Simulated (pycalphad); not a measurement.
All values are pycalphad results on the COST 507 light-alloy database (1999) (1 atm), not direct measurements. The database dates from 1999; later assessments differ in places, in temperatures and in the compounds included. Diffusion is slow at the low end, where real alloys seldom reach equilibrium.

**Question.** How does the equilibrium phase assembly of Al-0.06245Si (wt.%) change on cooling from 1577 °C to 227 °C?

**Answer.** 
| T (°C) | phases above | phases below |
|---|---|---|
| 659.9 | liquid | fcc + liquid |
| 656.7 | fcc + liquid | fcc |
| 302.9 | fcc | diamond (Si) + fcc |
Changes were sought between steps of 25 K, so a narrower field can be missed.
